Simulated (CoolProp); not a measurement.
A Linde-Hampson liquefier for methane: isothermal reversible compression at 300 K from 1 atm to 20 MPa, throttling to 1 atm, return gas leaving the recuperator 10 K below the feed. Each further row changes one setting.

The numbers come from the reference Helmholtz-energy equation of state, Setzmann 1991 in CoolProp.

```
case                        liquid yield per pass  compression work (kJ/kg of gas)
--------------------------  ---------------------  -------------------------------
as stated                              (withheld)                              779
high pressure 40 MPa                   (withheld)                              877
warm-end temperature 330 K             (withheld)                       (withheld)
warm-end gap 15 K                      (withheld)                              779
```

Question: Some entries are withheld; supply them.

Answer: 
- as stated, liquid yield per pass: 0.175
- high pressure 40 MPa, liquid yield per pass: 0.230
- warm-end temperature 330 K, liquid yield per pass: 0.127
- warm-end temperature 330 K, compression work (kJ/kg of gas): 873
- warm-end gap 15 K, liquid yield per pass: 0.165
